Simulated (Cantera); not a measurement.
A Cantera script and its output.

```python
import numpy as np
import cantera as ct

gas = ct.Solution("h2o2.yaml")
gas.TPX = 1100, 1333, {'H2': 0.13, 'O2': 1, 'N2': 3.9}
reactor = ct.IdealGasConstPressureReactor(gas, energy="off", clone=False)
net = ct.ReactorNet([reactor])
net.rtol, net.atol = 1e-08, 1e-18
show = ['H2', 'O2', 'H', 'HO2', 'H2O', 'OH', 'O']
times = np.geomspace(1e-06, 300, 11)

steps = ct.SolutionArray(gas, extra=["t"])
rows = []
print(f"{'t/s':>10s}{'T/K':>9s}{'P/Pa':>11s}" + "".join(f"{s:>11s}" for s in show))
for t in times:
    while net.time < t:
        t_next = net.step()
        steps.append(gas.state, t=t_next)
    rows.append([np.interp(t, steps.t, y) for y in (steps.T, steps.P, *steps(*show).X.T)])
    print(f"{t:10.3e}{rows[-1][0]:9.1f}{rows[-1][1]:11.4g}" + "".join(f"{x:11.3e}" for x in rows[-1][2:]))
rate = np.gradient(steps.T, steps.t)
print("integrator steps:", len(steps.t))
if steps.T.max() > steps.T[0] + 200:
    print(f"time of steepest temperature rise: {steps.t[rate.argmax()]:.4e} s")
gas.TPX = 1100, 1333, {'H2': 0.13, 'O2': 1, 'N2': 3.9}
gas.equilibrate("TP")
print(f"equilibrium (TP): T = {gas.T:.1f} K  " + "  ".join(f"{s} {gas[s].X[0]:.3e}" for s in show))
```

Output:

```
       t/s      T/K       P/Pa         H2         O2          H        HO2        H2O         OH          O
 1.000e-06   1100.0       1333  2.584e-02  1.988e-01  5.969e-13  5.978e-13  2.824e-18  9.328e-16  9.344e-16
 7.042e-06   1100.0       1333  2.584e-02  1.988e-01  4.168e-12  4.210e-12  6.685e-16  4.209e-14  4.249e-14
 4.959e-05   1100.0       1333  2.584e-02  1.988e-01  2.786e-11  2.966e-11  2.131e-13  1.870e-12  1.992e-12
 3.492e-04   1100.0       1333  2.584e-02  1.988e-01  1.789e-10  2.093e-10  4.836e-11  5.523e-11  7.773e-11
 2.460e-03   1100.0       1333  2.584e-02  1.988e-01  1.049e-08  1.575e-09  1.893e-08  5.209e-09  9.797e-09
 1.732e-02   1100.0       1333  1.023e-03  1.831e-01  7.736e-03  1.157e-06  2.041e-02  1.156e-03  1.030e-02
 1.220e-01   1100.0       1333  3.027e-04  1.861e-01  1.569e-03  9.911e-07  2.469e-02  6.397e-04  3.878e-03
 8.590e-01   1100.0       1333  1.128e-05  1.882e-01  1.081e-05  2.650e-07  2.610e-02  1.221e-04  1.417e-04
 6.049e+00   1100.0       1333  3.208e-07  1.883e-01  5.517e-08  1.702e-08  2.617e-02  2.108e-05  4.192e-06
 4.260e+01   1100.0       1333  2.248e-08  1.883e-01  1.069e-09  1.523e-09  2.618e-02  5.664e-06  3.026e-07
 3.000e+02   1100.0       1333  2.556e-09  1.883e-01  4.175e-11  4.851e-10  2.618e-02  1.920e-06  3.482e-08
integrator steps: 2287
equilibrium (TP): T = 1100.0 K  H2 6.932e-10  O2 1.883e-01  H 5.935e-12  HO2 6.389e-10  H2O 2.618e-02  OH 9.996e-07  O 9.441e-09
```

Model: the H2/O2 subset of GRI-Mech 3.0, which has no nitrogen chemistry, integrated in Cantera. Radical loss at walls, strong at low pressure, is not modelled.
